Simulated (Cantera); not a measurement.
A closed system holds: 1 mol Al(CH3)3, 31 mol NH3, 130 mol H2, held at 1827 °C and 0.133 bar.

These are equilibrium values from Cantera (NASA tables, ideal gas, pure condensed phases), not measurements of a reactor. Candidate condensed phases: Al, AlN, C, C6H6, C7H8, C8H18; 97 gas species. The feed counts by its element totals alone. Rates play no part.

### Question
What is the equilibrium state?

### Answer
* **x(H2)**: 0.904
* **x(N2)**: 0.0752
* **x(H)**: 0.00811
* **x(HCN)**: 0.00559
* **x(Al)**: 0.00467
* **x(C2H2 (acetylene))**: 0.00131
* **x(HNC)**: 0.000378
* **x(AlH)**: 0.000368
* **x(CH4)**: 3.60e-5
* **n(C(graphite))**: 1.29 mol
* **gas amount**: 198.3 mol
* **log10 activity of Al(l) (absent)**: -1.36
